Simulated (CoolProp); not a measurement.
Vapour-liquid equilibrium of n-heptane (1) + o-xylene (2) at 220.65 °C; x and y are mole fractions of (1).

Model: multi-fluid Helmholtz-energy mixture model, Span 2003 and Zhou 2012; pair parameters Bell 2016, in CoolProp.

```tsv
x	bubble pressure (kPa)	y at the bubble point	dew pressure at overall composition x (kPa)	liquid density (mol/L)
0.05	588.0	0.120	556.6	6.381
0.125	661.8	0.261	590.5	6.236
0.2	731.3	0.372	628.0	6.093
0.275	797.3	0.462	670.0	5.951
0.35	860.6	0.539	716.8	5.810
0.425	921.7	0.606	769.2	5.669
0.5	981.5	0.666	827.7	5.530
0.575	1040	0.722	892.9	5.391
0.65	1099	0.774	965.0	5.253
0.725	1157	0.824	1044	5.114
0.8	1216	0.873	1129	4.975
0.875	1276	0.920	1219	4.835
0.95	1337	0.968	1314	4.694
```

No azeotrope shows between x = 0.05 and 0.95.

The pair parameters rest on a limited set of measurements; away from them the model extrapolates.
